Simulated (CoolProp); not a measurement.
c-C4F8 (RC318) along the isotherm 226.85 °C: fugacity coefficient from the reference equation and from simpler models built on Tc = 115.2 °C, pc = 2.778 MPa, ω = 0.355; each cubic takes its own stable root.

Values from CoolProp's reference Helmholtz-energy equation of state, Platzer 1990. This equation is an older, rougher fit; its heat capacities, sound speeds and derivatives of the liquid may be far off and weren't checked against measurements.

| p (MPa) | phase | reference |
|---|---|---|
| 0.022 | gas | 0.9990 |
| 0.0331 | gas | 0.9985 |
| 0.05 | gas | 0.9977 |
| 0.0754 | gas | 0.9965 |
| 0.114 | gas | 0.9947 |
| 0.172 | gas | 0.9920 |
| 0.259 | gas | 0.9880 |
| 0.39 | gas | 0.9820 |
| 0.589 | gas | 0.9729 |
| 0.889 | gas | 0.9593 |
| 1.34 | gas | 0.9392 |
| 2.02 | gas | 0.9096 |
| 3.05 | supercritical | 0.8665 |
| 4.6 | supercritical | 0.8064 |
| 6.94 | supercritical | 0.7290 |

Q: How far does each simpler model (Soave-Redlich-Kwong, Peng-Robinson) lie from the reference over these 15 states: mean and median of the absolute difference, and the worst?

A: 
- Soave-Redlich-Kwong: mean 0.4 %, median 0.1 %, worst +3.0 % at 226.85 °C and 6.94 MPa
- Peng-Robinson: mean 0.8 %, median 0.3 %, worst -2.6 % at 226.85 °C and 6.94 MPa
